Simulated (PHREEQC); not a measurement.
Solution (25 °C): 8.5 mmol/kgw NaOH, 15 mmol/kgw Na2SiO3 and 15 mmol/kgw (CH3)4NCl. Closed to the air; pH follows from the charge balance.

Computed with PHREEQC (ion-association model, phreeqc.dat).

```tsv
quantity	before	after
pH	12.22	12.06
ionic strength (mol/kgw)	0.0560	0.0559
H3SiO4- (mol/kgw)	0.0124	0.0125
H2SiO4-2 (mol/kgw)	0.00251	0.00241
H4SiO4 (mol/kgw)	4.03e-5	4.95e-5
SI of Quartz (SiO2)	-0.41	-0.39
```

Q: Which change was made?
A) (CH3)4NCl left out
B) NaOH from 0.0085 to 0.0425 mol/kgw
C) temperature from 25 to 30 °C
D) diluted 100-fold with water
E) diluted 5-fold with water

A: C, temperature from 25 to 30 °C

Precipitation was switched off in this run. (CH3)4N+ isn't in the database: it is added as a free cation with an ion size of 4 Å.
